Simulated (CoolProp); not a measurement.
Values from CoolProp's reference Helmholtz-energy equation of state, Thol 2017.

For decamethyltetrasiloxane (MD2M), give the phase and the density (kg/m³), cv (kJ/(kg K)), Joule-Thomson coefficient (K/MPa), isothermal compressibility (1/MPa) at 302.05 °C and 0.159 MPa; 112.95 °C and 1.88 MPa.


- 302.05 °C and 0.159 MPa: gas; density 10.9, cv 1.97, Joule-Thomson coefficient 10.2, isothermal compressibility 6.66
- 112.95 °C and 1.88 MPa: liquid; density 765, cv 1.66, Joule-Thomson coefficient -0.332, isothermal compressibility 0.00327
